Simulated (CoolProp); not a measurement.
Vapour-liquid equilibrium of toluene (1) + m-xylene (2) at 8.37 bar; x and y are mole fractions of (1).

Model: multi-fluid Helmholtz-energy mixture model, Lemmon 2006 and Zhou 2012; pair parameters Bell 2016, in CoolProp.

| x | bubble temperature (K) | y at the bubble point | dew temperature at overall composition x (K) | liquid density (mol/L) |
|---|---|---|---|---|
| 0.05 | 510.9 | 0.076 | 511.6 | (withheld) |
| 0.2 | 504.6 | 0.285 | 507.2 | (withheld) |
| 0.35 | 498.7 | 0.464 | 502.5 | 6.438 |
| 0.5 | 493.3 | 0.616 | 497.4 | 6.618 |
| 0.65 | (withheld) | 0.746 | 492.1 | (withheld) |
| 0.8 | 484.3 | 0.860 | 486.5 | 6.986 |
| 0.95 | 480.6 | 0.966 | 481.1 | 7.181 |

Problem. Complete the blanks.

Solution. 
- 0.05, liquid density (mol/L): 6.081
- 0.2, liquid density (mol/L): 6.259
- 0.65, bubble temperature (K): 488.5
- 0.65, liquid density (mol/L): 6.799

No azeotrope shows between x = 0.05 and 0.95.

Pair parameters are fitted to limited data, so mixtures are less certain than the pure fluids.
